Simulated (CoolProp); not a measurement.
Vapour-liquid equilibrium of R143a (1) + R125 (2) at 178.4 K; x and y are mole fractions of (1).

Model: multi-fluid Helmholtz-energy mixture model, Lemmon and Jacobsen 2000 and Lemmon 2005; pair parameters Lemmon 2004, in CoolProp.

| x | bubble pressure, mixture model (bar) | bubble pressure, Raoult's law (bar) | y, mixture model | y, Raoult's law |
|---|---|---|---|---|
| 0.05 | 0.04859 | 0.04931 | 0.040 | 0.053 |
| 0.2 | 0.04719 | 0.04975 | 0.178 | 0.209 |
| 0.35 | 0.04644 | 0.05019 | 0.340 | 0.363 |
| 0.5 | 0.04648 | 0.05062 | 0.514 | 0.514 |
| 0.65 | (withheld) | 0.05106 | 0.685 | 0.663 |
| 0.8 | (withheld) | 0.05150 | (withheld) | 0.809 |
| 0.95 | 0.05124 | 0.05194 | (withheld) | 0.953 |

Q: What belongs in the gaps?

A: 
- 0.65, bubble pressure, mixture model (bar): 0.04735
- 0.8, bubble pressure, mixture model (bar): 0.04900
- 0.8, y, mixture model: 0.839
- 0.95, y, mixture model: 0.965

The largest gap from Raoult's law is -8.2 % in bubble pressure, at x = 0.5. y crosses x between x = 0.35 and 0.5: the model has an azeotrope there.

The pair parameters rest on a limited set of measurements; away from them the model extrapolates.
